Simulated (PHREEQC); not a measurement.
A column of 0.2 m (30 cells, dispersivity 0.007 m, 3600 s a shift, diffusion coefficient 3e-10 m²/s) holds 0.22 eq of the database's cation exchanger X per kg of pore water, first in equilibrium with 93 mmol/kgw MgSO4 and 0.01 mmol/kgw HCl. It is flushed with 54 mmol/kgw MnCl2, 91 mmol/kgw MgCl2 and 0.01 mmol/kgw HCl, at 25 °C. Values are for the last cell. CO2 from the air is kept out. Nothing may precipitate in this run.

Computed with PHREEQC (ion-association model, phreeqc.dat).

| pore volumes | Mn in solution (mol/kgw) | S in solution (mol/kgw) | Cl in solution (mol/kgw) |
|---|---|---|---|
| 0 | 0 | 0.0930 | 1.00e-5 |
| 0.2833 | 0 | 0.0930 | 1.00e-5 |
| 0.4167 | 1.15e-10 | 0.0930 | 0.000143 |
| 0.6833 | 1.27e-5 | 0.0841 | 0.0279 |
| 0.95 | ___ | 0.0486 | 0.138 |
| 1.083 | 0.00592 | ___ | 0.194 |
| 1.35 | 0.0201 | 0.00967 | 0.260 |
| 1.617 | 0.0338 | 0.00241 | 0.282 |
| 1.75 | 0.0389 | ___ | 0.286 |
| 2.017 | 0.0461 | ___ | 0.289 |
| 2.283 | 0.0501 | 4.49e-5 | 0.290 |
| 2.417 | ___ | ___ | 0.290 |
| 2.683 | 0.0527 | 3.45e-6 | 0.290 |
| 2.95 | 0.0534 | 5.99e-7 | 0.290 |
| 3.083 | 0.0536 | 2.48e-7 | 0.290 |
| 3.35 | 0.0538 | 4.18e-8 | 0.290 |
| 3.617 | 0.0539 | 6.95e-9 | 0.290 |
| 3.75 | 0.0540 | ___ | 0.290 |
| 4.017 | 0.0540 | 4.63e-10 | 0.290 |

Question: Some entries are withheld; supply them.

Answer: 
- 0.95, Mn in solution (mol/kgw): 0.00177
- 1.083, S in solution (mol/kgw): 0.0309
- 1.75, S in solution (mol/kgw): 0.00114
- 2.017, S in solution (mol/kgw): 0.000234
- 2.417, Mn in solution (mol/kgw): 0.0513
- 2.417, S in solution (mol/kgw): 1.93e-5
- 3.75, S in solution (mol/kgw): 2.82e-9

Species that the database lacks are ignored.
